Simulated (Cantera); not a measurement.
# NO annealing gas

An isothermal, constant-pressure homogeneous reactor starts with 43.5 % NO, 56.5 % N₂, at 2075 K and 1430 Torr.

Detailed kinetics in Cantera: GRI-Mech 3.0 (53 species, 325 reactions).

| t (s) | x NO | x O | x O₂ | x N₂ | x N₂O |
|---|---|---|---|---|---|
| 2.00e-6 | 0.435 | 1.27e-6 | 2.34e-9 | 0.565 | 1.40e-6 |
| 6.55e-6 | 0.435 | 3.43e-6 | 2.22e-8 | 0.565 | 4.52e-6 |
| 2.15e-5 | 0.435 | 8.01e-6 | 1.98e-7 | 0.565 | 1.40e-5 |
| 7.03e-5 | 0.435 | 2.14e-5 | 2.28e-6 | 0.565 | 3.90e-5 |
| 0.000230 | 0.434 | 5.99e-5 | 4.26e-5 | 0.565 | 7.95e-5 |
| 0.000754 | 0.433 | 8.43e-5 | 0.000429 | 0.566 | 9.65e-5 |
| 0.00247 | 0.431 | 9.04e-5 | 0.00186 | 0.567 | 9.54e-5 |
| 0.00809 | 0.421 | 0.000107 | 0.00655 | 0.572 | 9.08e-5 |
| 0.0265 | 0.391 | 0.000148 | 0.0215 | 0.587 | 7.74e-5 |
| 0.0869 | 0.306 | 0.000227 | 0.0637 | 0.629 | 4.66e-5 |
| 0.285 | 0.148 | 0.000326 | 0.143 | 0.708 | 1.10e-5 |
| 0.932 | 0.0311 | 0.000383 | 0.202 | 0.767 | 1.11e-6 |
| 3.05 | 0.00988 | 0.000392 | 0.212 | 0.778 | 7.22e-7 |
| 10.0 | 0.00937 | 0.000392 | 0.212 | 0.778 | 7.18e-7 |
x: mole fraction; the columns are a selection and need not sum to one.

Equilibrium at this temperature and pressure: NO 0.00937, O 0.000392, O₂ 0.212, N₂ 0.778, N₂O 7.18e-7 (gas phase only).
